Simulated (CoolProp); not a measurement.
Vapour pressure (MPa) of propylene glycol: the reference equation beside estimates from Tc = 674.0 K, pc = 7.292 MPa, ω = 0.327. Clausius-Clapeyron is anchored at 437.2 K with a constant enthalpy of vaporisation of 55.14 kJ/mol.

Model: reference Helmholtz-energy equation of state, Eisenbach 2021, in CoolProp.

| T (K) | reference | Lee-Kesler | Clausius-Clapeyron | van der Waals | Redlich-Kwong | Soave-Redlich-Kwong |
|---|---|---|---|---|---|---|
| 365 | 0.001924 | 0.01320 | 0.002288 | 0.3413 | 0.04664 | 0.01347 |
| 389.1 | 0.006527 | 0.03322 | 0.007051 | 0.5052 | 0.09841 | 0.03367 |
| 413.1 | 0.01855 | 0.07349 | 0.01898 | 0.7155 | 0.1861 | 0.07401 |
| 437.2 | 0.04598 | 0.1470 | 0.04598 | 0.9796 | 0.3238 | 0.1474 |
| 461.2 | 0.1013 | 0.2692 | 0.1012 | 1.300 | 0.5248 | 0.2691 |
| 485.2 | 0.2028 | 0.4592 | 0.2062 | 1.684 | 0.8041 | 0.4589 |
| 509.3 | 0.3765 | 0.7395 | 0.3937 | 2.135 | 1.178 | 0.7401 |
| 533.3 | 0.6531 | 1.131 | 0.7074 | 2.656 | 1.657 | 1.135 |
| 557.4 | 1.075 | 1.662 | 1.211 | 3.254 | 2.260 | 1.675 |
| 581.4 | 1.688 | 2.356 | 1.979 | 3.926 | 2.994 | 2.383 |
| 605.5 | 2.558 | 3.252 | 3.116 | 4.681 | 3.878 | 3.296 |

Absolute difference from the reference over all 11 rows, mean and median: Lee-Kesler 190.4 and 126.4 %, Clausius-Clapeyron 8.7 and 8.0 %, van der Waals 3106.6 and 730.4 %, Redlich-Kwong 596.3 and 296.5 %, Soave-Redlich-Kwong 193.1 and 126.3 %.
